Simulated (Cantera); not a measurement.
A jet of CH4 : O2 : N2 = 0.084 : 0.18 : 0.79 (molar parts), equivalence ratio 0.93 at 300 K and 31.5 Torr hits a platinum plate 2.6 cm away at a mass flux of 0.05 kg/m²/s; the plate temperature is set and raised in steps from an oxygen-covered start.

Detailed kinetics in Cantera: Deutschmann's 1995 Pt surface mechanism with GRI-Mech 3.0 gas chemistry. Catalytic surfaces can have several steady states; this one follows from the mechanism file's or the stated starting coverage.

x: mole fraction at the wall; θ: surface coverage.

```json
[
 {"plate T (K)": "900", "wall x CH4": "0.0633", "wall x O2": "0.135", "wall x H2O": "0.0311", "wall x OH": "4.52e-8", "wall x CO": "2.62e-5", "wall x CO2": "0.0203", "θ free Pt": "0.236", "θ O*": "0.763", "θ OH*": "0.00103"},
 {"plate T (K)": "950", "wall x CH4": "0.0533", "wall x O2": "0.114", "wall x H2O": "0.0497", "wall x OH": "1.53e-7", "wall x CO": "3.14e-5", "wall x CO2": "0.0326", "θ free Pt": "0.317", "θ O*": "0.682", "θ OH*": "0.00116"},
 {"plate T (K)": "1000", "wall x CH4": "0.0435", "wall x O2": "0.0928", "wall x H2O": "0.0680", "wall x OH": "4.35e-7", "wall x CO": "3.60e-5", "wall x CO2": "0.0448", "θ free Pt": "0.403", "θ O*": "0.596", "θ OH*": "0.00119"},
 {"plate T (K)": "1050", "wall x CH4": "0.0352", "wall x O2": "0.0751", "wall x H2O": "0.0832", "wall x OH": "1.08e-6", "wall x CO": "4.08e-5", "wall x CO2": "0.0550", "θ free Pt": "0.490", "θ O*": "0.509", "θ OH*": "0.00114"},
 {"plate T (K)": "1100", "wall x CH4": "?", "wall x O2": "?", "wall x H2O": "?", "wall x OH": "?", "wall x CO": "?", "wall x CO2": "?", "θ free Pt": "?", "θ O*": "?", "θ OH*": "?"},
 {"plate T (K)": "1150", "wall x CH4": "?", "wall x O2": "?", "wall x H2O": "?", "wall x OH": "?", "wall x CO": "?", "wall x CO2": "?", "θ free Pt": "?", "θ O*": "?", "θ OH*": "?"}
]
```

Task: Some entries are withheld; supply them.

Result: 
- 1100, wall x CH4: 0.0288
- 1100, wall x O2: 0.0618
- 1100, wall x H2O: 0.0947
- 1100, wall x OH: 2.36e-6
- 1100, wall x CO: 4.66e-5
- 1100, wall x CO2: 0.0628
- 1100, θ free Pt: 0.573
- 1100, θ O*: 0.426
- 1100, θ OH*: 0.00103
- 1150, wall x CH4: 0.0242
- 1150, wall x O2: 0.0522
- 1150, wall x H2O: 0.103
- 1150, wall x OH: 4.70e-6
- 1150, wall x CO: 5.47e-5
- 1150, wall x CO2: 0.0684
- 1150, θ free Pt: 0.649
- 1150, θ O*: 0.350
- 1150, θ OH*: 0.000900
